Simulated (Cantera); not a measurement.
A Cantera script and what it prints.

```python
import numpy as np
import cantera as ct

gas_names = """
    H HNO HNO2 HNO3 HO2 H2 H2O H2O2 H2S H2SO4 N NH NH2 NH3 NH2OH NO NO2 NO3 N2 N2H2 N2H4 N2O O OH O2 O3
    S SH SN SO SO2 SO3 S2 S2O S8
""".split()
cond_names = """
    H2O(s) H2O(L) H2SO4(L) S(cr1) S(cr2) S(L)
""".split()


def load(file, names, dense=False):
    # The tables refer to 1 bar. Condensed volumes are neglected.
    table = {s.name: s for s in ct.Species.list_from_file(file)}
    out = []
    for n in names:
        d = dict(table[n].input_data)
        d["thermo"] = dict(d["thermo"], **{"reference-pressure": 1e5})
        if dense:
            d["equation-of-state"] = {"model": "constant-volume", "density": "1e6 g/cm^3"}
        out.append(ct.Species.from_dict(d))
    return out


gas = ct.Solution(thermo="ideal-gas", species=load("nasa_gas.yaml", gas_names))
cond = {s.name: ct.Solution(thermo="fixed-stoichiometry", species=[s], name=s.name)
        for s in load("nasa_condensed.yaml", cond_names, dense=True)}
atoms = {
    'N2O': {'N': 2, 'O': 1},
    'SO2': {'S': 1, 'O': 2},
    'H2O': {'H': 2, 'O': 1},
}
top_T = {}  # K; cautious upper limits of use, not melting points


def equilibrate(T, P, feed):
    n = {}
    for name, mol in feed.items():
        for a, k in atoms[name].items():
            n[a] = n.get(a, 0.0) + k * mol
    gas.TPX = T, P, n
    mass = sum(n.values()) * gas.mean_molecular_weight
    gas.equilibrate("TP")
    valid = [c for c in cond.values() if c.min_temp <= T <= top_T.get(c.name, c.max_temp)]
    mix = ct.Mixture([(gas, mass / gas.mean_molecular_weight)] + [(c, 0.0) for c in valid])
    mix.T, mix.P = T, P
    mix.equilibrate("TP", solver="vcs", rtol=1e-11, max_steps=5000)
    return mix


results = []
feed = {'N2O': 1, 'SO2': 0.37, 'H2O': 0.13}  # mol
P = 10  # Pa
for T in [1175, 1375, 1575, 1775, 1975, 2175, 2375]:
    mix = equilibrate(T, P, feed)
    results.append((T, P, feed, dict(zip(mix.species_names, mix.species_moles))))

top = {s: max(r[3][s] / sum(r[3][g] for g in gas_names) for r in results) for s in gas_names}
cols = sorted((s for s in top if top[s] > 0.0001), key=lambda s: -top[s])[:8]
seen = [c for c in cond_names if any(r[3].get(c, 0) > 1e-12 for r in results)]
print("log10 of partial pressures in bar; condensed amounts in mol")
print(f"{'T/K':>10s}" + "".join(f"{s[:9]:>10s}" for s in cols + seen))
for T, P, feed, n in results:
    ng = sum(n[g] for g in gas_names)
    print(f"{T:10.4g}" + "".join(f"{np.log10(max(n[s] / ng * P / 1e5, 1e-99)):10.3f}" for s in cols)
          + "".join(f"{n.get(c, 0):10.4g}" for c in seen))
```

Result:

```
log10 of partial pressures in bar; condensed amounts in mol
       T/K        N2         O        O2       SO2         H       H2O        SO        OH
      1175    -4.301   -10.137    -4.602    -4.733   -12.418    -5.187   -11.797    -8.749
      1375    -4.301    -8.498    -4.603    -4.733   -10.166    -5.188    -9.842    -7.697
      1575    -4.302    -7.273    -4.605    -4.733    -8.480    -5.192    -8.385    -6.914
      1775    -4.304    -6.325    -4.612    -4.736    -7.177    -5.212    -7.257    -6.317
      1975    -4.315    -5.579    -4.639    -4.755    -6.162    -5.294    -6.363    -5.880
      2175    -4.349    -4.999    -4.723    -4.839    -5.443    -5.613    -5.673    -5.665
      2375    -4.420    -4.589    -4.937    -5.130    -5.129    -6.523    -5.246    -5.845
```

Method: chemical equilibrium by Gibbs-energy minimisation in Cantera with the NASA 1993 tables (ideal gas, pure condensed phases).
